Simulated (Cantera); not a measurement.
Input: 1 mol Si, 6.2 mol NF₃, 15 mol N₂, held at 22000 Pa.

These are equilibrium values from Cantera (NASA tables, ideal gas, pure condensed phases), not measurements of a reactor. Candidate condensed phases: Si, Si₃N₄; 16 gas species. Equilibrium is a limit: real reactors are often held back by kinetics, nucleation or transport.

x: gas mole fraction; nothing condenses.

| T (K) | x N₂ | x F₂ | x NF₃ | x F | x SiF₄ | x NF₂ |
|---|---|---|---|---|---|---|
| 725 | 0.722 | 0.0358 | 0.196 | 0.000941 | 0.0453 | [?] |
| 775 | 0.714 | 0.0795 | 0.159 | 0.00336 | 0.0438 | [?] |
| 825 | 0.702 | 0.139 | 0.107 | 0.00960 | 0.0418 | [?] |
| 875 | 0.689 | 0.192 | 0.0578 | 0.0223 | 0.0396 | [?] |
| 925 | 0.676 | 0.217 | 0.0262 | 0.0436 | 0.0380 | [?] |
| 975 | 0.662 | 0.215 | 0.0108 | 0.0753 | 0.0369 | [?] |
| 1025 | 0.646 | 0.196 | 0.00428 | 0.118 | 0.0358 | [?] |

**Question.** Some entries are withheld; supply them.

**Answer.** 
- 725, x NF₂: 1.22e-7
- 775, x NF₂: 3.87e-7
- 825, x NF₂: 9.28e-7
- 875, x NF₂: 1.68e-6
- 925, x NF₂: 2.43e-6
- 975, x NF₂: 3.01e-6
- 1025, x NF₂: 3.34e-6
